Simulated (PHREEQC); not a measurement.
Consider water at 25 °C with 20 mmol/kgw HF, 170 mmol/kgw NH4F and 0.038 mmol/kgw H4SiO4. Closed to the air; pH follows from the charge balance.

Model: ion-association model, phreeqc.dat, run in PHREEQC.

Problem. The ionic strength comes out as 0.170 mol/kgw. What activity coefficients do NH4+, F-, SiF6-2, HF2-, H+ get?

Solution. NH4+ 0.70, F- 0.72, SiF6-2 0.31, HF2- 0.75, H+ 0.80.

No solid was allowed to form. SiF6-2 is the database's only silicon fluoride.
